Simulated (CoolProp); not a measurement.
500 sccm (0 °C, 1 atm) of nitrogen bubbles through liquid toluene at 287.7 K and leaves saturated at a total pressure of 0.0268 MPa (ideal gas phase). Each further row changes one setting.

Model: reference Helmholtz-energy equation of state, Lemmon 2006, in CoolProp. It is a short technical equation, of lower accuracy than the large ones.

```tsv
case	vapour pressure (kPa)	mole fraction of vapour	delivery (mg/min)	delivery (sccm)	change of delivery for a bath 1 K warmer (%)
as stated	2.16	?	180	?	6.3
bath temperature 292.7 K	?	0.106	?	59.5	?
total pressure 0.0536 MPa	2.16	0.0404	?	21.0	6.0
```

Q: Complete the blanks.

A: 
- as stated, mole fraction of vapour: 0.0807
- as stated, delivery (sccm): 43.9
- bath temperature 292.7 K, vapour pressure (kPa): 2.85
- bath temperature 292.7 K, delivery (mg/min): 244
- bath temperature 292.7 K, change of delivery for a bath 1 K warmer (%): 6.2
- total pressure 0.0536 MPa, delivery (mg/min): 86.4
